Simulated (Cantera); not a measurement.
Input: 1 mol PbO, 1.8 mol C, 0.66 mol N₂, held at 0.133 bar.

Method: chemical equilibrium by Gibbs-energy minimisation in Cantera with the NASA 1993 tables (ideal gas, pure condensed phases). Candidate condensed phases: C, Pb, PbO, PbO₂, Pb₃O₄; 27 gas species. Rates play no part. All values below are at 1300 K.

Base state: CO 0.590, N₂ 0.390, Pb 0.0197, CO₂ 0.000240 (mole fractions); condensed: C(graphite) + Pb(l).

Q: What changes in the equilibrium state with this change: pressure from 0.133 bar to 0.100 bar?

A: 
```tsv
species	before	after
CO	0.590	0.586
N₂	0.390	0.387
Pb	0.0197	0.0262
CO₂	0.000240	0.000178
C(graphite), mol	0.800	0.800
Pb(l), mol	0.967	0.955
```
